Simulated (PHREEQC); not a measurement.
Consider water at 25 °C with 190 mmol/kgw NH4Cl, 45 mmol/kgw NaOH and 0.1 mmol/kgw LiCl. Closed to the air; pH follows from the charge balance.

Equilibrium calculation in PHREEQC: ion-association model, wateq4f.dat.

- pH = 8.86
- ionic strength = 0.190 mol/kgw
- activity of water = 0.993
- total alkalinity = 45.0 meq/kg

```json
[
 {"species": "Cl-", "molality": "0.190", "activity": "0.136", "log γ": "-0.145"},
 {"species": "NH4+", "molality": "0.145", "activity": "0.108", "log γ": "-0.126"},
 {"species": "Na+", "molality": "0.0450", "activity": "0.0336", "log γ": "-0.127"},
 {"species": "NH3", "molality": "0.0450", "activity": "0.0450", "log γ": "0.000"},
 {"species": "Li+", "molality": "0.000100", "activity": "7.59e-5", "log γ": "-0.120"},
 {"species": "OH-", "molality": "1.02e-5", "activity": "7.23e-6", "log γ": "-0.148"},
 {"species": "H+", "molality": "1.72e-9", "activity": "1.37e-9", "log γ": "-0.097"}
]
```

No solid was allowed to form. Complexes and solids missing from the database can't appear.
